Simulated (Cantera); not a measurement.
# Thermodynamics of abatement and gas-phase synthesis, feed N2O + H2 + O2

Input: 1 mol N2O, a varied amount of H2, 9.2 mol O2, equilibrated at 1798 K and 100 Pa.

Cantera equilibrium calculation (NASA polynomials, part measured and part estimated; ideal gas, pure solids and liquids). Candidate condensed phases: H2O; 24 gas species. Rates play no part.

```tsv
n(H2) (mol)	x O2	x H2O	x N2	x OH	x O	x NO
0.049	0.897	0.00399	0.0916	0.00110	0.00358	0.00291
0.16	0.887	0.0137	0.0911	0.00204	0.00356	0.00288
0.28	0.876	0.0243	0.0906	0.00270	0.00353	0.00286
0.39	0.866	0.0340	0.0901	0.00318	0.00351	0.00284
0.51	0.856	0.0445	0.0896	0.00363	0.00349	0.00281
0.62	0.846	0.0540	0.0892	0.00399	0.00347	0.00279
0.74	0.836	0.0643	0.0887	0.00434	0.00345	0.00276
0.85	0.827	0.0737	0.0882	0.00463	0.00343	0.00274
0.97	0.817	0.0838	0.0878	0.00493	0.00341	0.00272
1.1	0.807	0.0946	0.0873	0.00522	0.00339	0.00269
1.2	0.798	0.103	0.0869	0.00543	0.00337	0.00267
1.3	0.790	0.111	0.0865	0.00562	0.00336	0.00265
```
x: gas mole fraction; nothing condenses.

From 0.049 mol H2 to 1.3 mol H2 nothing is condensed.
